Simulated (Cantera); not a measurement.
A closed system holds: 1 mol SiH4, 0.31 mol NH3, 2.5 mol H2, equilibrated at 2098 K and 49.0 Pa.

Method: chemical equilibrium by Gibbs-energy minimisation in Cantera with the NASA 1993 tables (ideal gas, pure condensed phases). Candidate condensed phases: Si, Si3N4; 18 gas species. The tables' values for SiN are old estimates; treat these amounts as uncertain. Gases not in the tables: Si2H6 and higher silanes. The numbers say what is thermodynamically allowed, not how fast it happens.

Base state: H2 0.707, Si 0.150, H 0.117, N2 0.0238, SiH 0.00152, Si2 0.00109, Si3 0.000126, SiN 0.000107 (mole fractions); condensed: gas only.

Problem. What changes in the equilibrium state with this change: pressure from 49.0 Pa to 31.0 Pa?

Solution. 
```csv
species,before,after
H2,0.707,0.681
Si,0.150,0.149
H,0.117,0.144
N2,0.0238,0.0235
Si3,0.000126,4.94e-5
Si2N,7.21e-5,3.56e-5
SiH2,7.17e-5,4.35e-5
```
